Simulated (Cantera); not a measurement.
Feed: 1 mol Pb, 0.13 mol H2, held at 1600 K and 490000 Pa.

Equilibrium computed with Cantera from the NASA thermochemical tables; the gas is ideal and each condensed phase is pure. Candidate condensed phases: Pb; 4 gas species. Rates play no part.

Base state: H2 0.988, Pb 0.0124, H 2.44e-5 (mole fractions); condensed: Pb(l).

**Question.** What changes in the equilibrium state with this change: Pb replaced by HgO?

**Answer.** 
```csv
species,before,after
Hg,0,0.639
O2,0,0.278
H2O,0,0.0830
H2,0.988,4.72e-7
Pb,0.0124,0
OH,0,0.000116
H,2.44e-5,1.69e-8
"Pb(l), mol",0.998,0
```
Further candidate phases: H2O, Hg, HgO.

**Question.** What changes in the equilibrium state with this change: pressure from 490000 Pa to 1000 Pa?

**Answer.** 
```
species      before     after
----------  -------  --------
Pb           0.0124     0.885
H2            0.988     0.115
H           2.44e-5  0.000184
Pb2         9.38e-6   9.81e-5
Pb(l), mol    0.998         0
```
